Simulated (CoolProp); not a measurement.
Vapour-liquid equilibrium of CH2F2 (R32) (1) + methanol (2) at 50.25 °C; x and y are mole fractions of (1).

Values from CoolProp's multi-fluid Helmholtz-energy mixture model, Tillner-Roth 1997 and de Reuck 1993; pair parameters Bell 2016.

```csv
x,bubble pressure (bar),y at the bubble point,dew pressure at overall composition x (bar),liquid density (mol/L)
0.05,4.399,0.869,…,23.63
0.125,9.368,0.936,0.6437,23.37
0.2,13.35,0.953,0.7036,23.06
0.275,16.40,0.961,…,22.72
0.35,18.63,…,0.8654,22.34
0.425,20.23,0.968,0.9785,21.91
0.5,21.40,0.970,1.126,21.43
0.575,22.33,0.971,1.326,20.89
0.65,23.22,0.973,1.613,20.29
0.725,24.22,0.975,…,19.62
0.8,25.49,…,2.846,…
0.875,27.20,0.983,4.616,17.98
0.95,29.54,0.991,12.32,16.93
```

### Question
Fill in the missing entries.

### Answer

- 0.05, dew pressure at overall composition x (bar): 0.5931
- 0.275, dew pressure at overall composition x (bar): 0.7760
- 0.35, y at the bubble point: 0.965
- 0.725, dew pressure at overall composition x (bar): 2.058
- 0.8, y at the bubble point: 0.978
- 0.8, liquid density (mol/L): 18.86

No azeotrope shows between x = 0.05 and 0.95.

Pair parameters are fitted to limited data, so mixtures are less certain than the pure fluids. The gap from Raoult's law changes sign with composition, which may be real or a fault of the pair parameters; it wasn't checked against measurements. With so large a gap from Raoult's law the liquid may split in two, which this calculation doesn't test in full.
